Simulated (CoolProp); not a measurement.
Properties of CF4 (R14) at several states (Tc = 227.4 K, pc = 3762 kPa, ω = 0.178).

Model: reference Helmholtz-energy equation of state, Platzer 1990, in CoolProp. This equation is an older, rougher fit; its heat capacities, sound speeds and derivatives of the liquid may be far off and weren't checked against measurements.

```csv
T (K),p (kPa),phase,Z,fugacity coefficient
366.1,1080,gas,0.9836,0.9836
278.7,22.1,gas,0.9990,0.9990
198.8,1990,liquid,[?],[?]
465.8,39.9,gas,0.9999,0.9999
361.9,5730,supercritical,[?],[?]
```

Question: Complete the blanks.

Answer: 
- 198.8, Z: 0.08393
- 198.8, fugacity coefficient: 0.6101
- 361.9, Z: 0.9188
- 361.9, fugacity coefficient: 0.9155
